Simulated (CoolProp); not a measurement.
Vapour-liquid equilibrium of ethanol (1) + dimethyl carbonate (2) at 92.3 kPa; x and y are mole fractions of (1).

The numbers come from the multi-fluid Helmholtz-energy mixture model, Schroeder 2014 and Zhou 2011; pair parameters Bell 2016 in CoolProp.

```json
[
 {"x": "0.05", "bubble temperature, mixture model (°C)": "83.1", "bubble temperature, Raoult's law (°C)": "86.4", "y, mixture model": "0.164", "y, Raoult's law": "0.075"},
 {"x": "0.2", "bubble temperature, mixture model (°C)": "76.6", "bubble temperature, Raoult's law (°C)": "84.2", "y, mixture model": "0.413", "y, Raoult's law": "0.275"},
 {"x": "0.35", "bubble temperature, mixture model (°C)": "73.9", "bubble temperature, Raoult's law (°C)": "82.3", "y, mixture model": "0.527", "y, Raoult's law": "0.447"},
 {"x": "0.5", "bubble temperature, mixture model (°C)": "72.7", "bubble temperature, Raoult's law (°C)": "80.6", "y, mixture model": "0.597", "y, Raoult's law": "0.598"},
 {"x": "0.65", "bubble temperature, mixture model (°C)": "72.4", "bubble temperature, Raoult's law (°C)": "79.1", "y, mixture model": "0.658", "y, Raoult's law": "0.733"},
 {"x": "0.8", "bubble temperature, mixture model (°C)": "72.7", "bubble temperature, Raoult's law (°C)": "77.7", "y, mixture model": "0.740", "y, Raoult's law": "0.854"},
 {"x": "0.95", "bubble temperature, mixture model (°C)": "74.7", "bubble temperature, Raoult's law (°C)": "76.5", "y, mixture model": "0.902", "y, Raoult's law": "0.965"}
]
```

The largest gap from Raoult's law is -8.4 K in bubble temperature, at x = 0.35. y crosses x between x = 0.65 and 0.8: the model has an azeotrope there.

The pair parameters rest on a limited set of measurements; away from them the model extrapolates.
